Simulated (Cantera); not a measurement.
A closed system holds: 1 mol CH2F2, 0.11 mol CH4, at 1.33 mbar.

Equilibrium computed with Cantera from the NASA thermochemical tables; the gas is ideal and each condensed phase is pure. Candidate condensed phases: C, C6H6, C7H8, C8H18; 95 gas species. Kinetics and transport are ignored.

Problem. At 1623 K, list the 3 most abundant gas species with their mole fractions, and the condensed phases.

Solution. HF 0.901, H2 0.0988, H 0.000595. Condensed: C(graphite).
